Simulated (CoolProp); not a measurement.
R11 along the isobar 13.1 bar: density (kg/m³) from the reference equation and from simpler models built on Tc = 198.0 °C, pc = 44.08 bar, ω = 0.189; each cubic takes its own stable root.

Computed with CoolProp (reference Helmholtz-energy equation of state, Jacobsen 1992).

```csv
T (°C),phase,reference,Redlich-Kwong,Soave-Redlich-Kwong
126.55,gas,…,66.76,67.66
136.45,gas,…,…,…
146.35,gas,…,61.40,…
156.25,gas,…,59.13,59.48
166.15,gas,57.37,57.08,57.31
176.05,gas,55.36,55.20,55.34
185.95,gas,53.54,53.47,53.54
195.85,gas,51.87,51.87,51.89
```

Task: Some entries are withheld; supply them.

Result: 
- 126.55, reference: 68.47
- 136.45, reference: 65.04
- 136.45, Redlich-Kwong: 63.92
- 136.45, Soave-Redlich-Kwong: 64.59
- 146.35, reference: 62.13
- 146.35, Soave-Redlich-Kwong: 61.89
- 156.25, reference: 59.61
